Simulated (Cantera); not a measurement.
Input (Python, Cantera) and output of one run.

```python
import numpy as np
import cantera as ct

gas_names = """
    O2 CL2
""".split()
cond_names = """
    Ca(L) CaCL2(L) CaO(s)
""".split()


def load(file, names, dense=False):
    # The tables refer to 1 bar. Condensed volumes are neglected.
    table = {s.name: s for s in ct.Species.list_from_file(file)}
    out = []
    for n in names:
        d = dict(table[n].input_data)
        d["thermo"] = dict(d["thermo"], **{"reference-pressure": 1e5})
        if dense:
            d["equation-of-state"] = {"model": "constant-volume", "density": "1e6 g/cm^3"}
        out.append(ct.Species.from_dict(d))
    return out


species = {s.name: s for s in load("nasa_gas.yaml", gas_names) + load("nasa_condensed.yaml", cond_names)}
T = 1150
g = {n: (s.thermo.h(T) - T * s.thermo.s(T)) / (ct.gas_constant * T * np.log(10)) for n, s in species.items()}
valid = cond_names  # the entries whose range holds T


def stable(la, lb):
    # potentials (over RT ln 10) of the two non-metals from log10 p(O2) and log10 p(CL2) in bar
    mu = {}
    mu["O"] = (g["O2"] + la) / 2
    mu["Cl"] = (g["CL2"] + lb) / 2
    cost = {}
    for n in valid:
        c = species[n].composition
        cost[n] = (g[n] - sum(c.get(e, 0) * m for e, m in mu.items())) / c["Ca"]
    return min(cost, key=cost.get)


results = []
for lb in [0, -2.2, -4.5, -6.7, -8.9, -11.2, -13.4, -15.6, -17.8, -20.1, -22.3, -24.5, -26.8, -29]:
    row = [stable(la, lb) for la in [-15, -14, -13, -12, -11, -10, -9, -8, -7, -6, -5, -4, -3, -2, -1, 0]]
    results.append(row)
    print(f"{lb:6.1f}  " + " ".join(f"{valid.index(n):x}" for n in row))
print("key: " + ", ".join(f"{i:x} {n}" for i, n in enumerate(valid)))
```

It prints:

```
   0.0  1 1 1 1 1 1 1 1 1 1 1 1 1 1 1 1
  -2.2  1 1 1 1 1 1 1 1 1 1 1 1 1 1 1 1
  -4.5  1 1 1 1 1 1 1 1 1 1 1 1 1 1 1 1
  -6.7  1 1 1 1 1 1 1 1 1 1 1 1 2 2 2 2
  -8.9  1 1 1 1 1 1 1 2 2 2 2 2 2 2 2 2
 -11.2  1 1 1 2 2 2 2 2 2 2 2 2 2 2 2 2
 -13.4  2 2 2 2 2 2 2 2 2 2 2 2 2 2 2 2
 -15.6  2 2 2 2 2 2 2 2 2 2 2 2 2 2 2 2
 -17.8  2 2 2 2 2 2 2 2 2 2 2 2 2 2 2 2
 -20.1  2 2 2 2 2 2 2 2 2 2 2 2 2 2 2 2
 -22.3  2 2 2 2 2 2 2 2 2 2 2 2 2 2 2 2
 -24.5  2 2 2 2 2 2 2 2 2 2 2 2 2 2 2 2
 -26.8  2 2 2 2 2 2 2 2 2 2 2 2 2 2 2 2
 -29.0  2 2 2 2 2 2 2 2 2 2 2 2 2 2 2 2
key: 0 Ca(L), 1 CaCL2(L), 2 CaO(s)
```

Source: NASA polynomial tables (part measured, part estimated), evaluated in Cantera. Not in the tables: oxide halides.
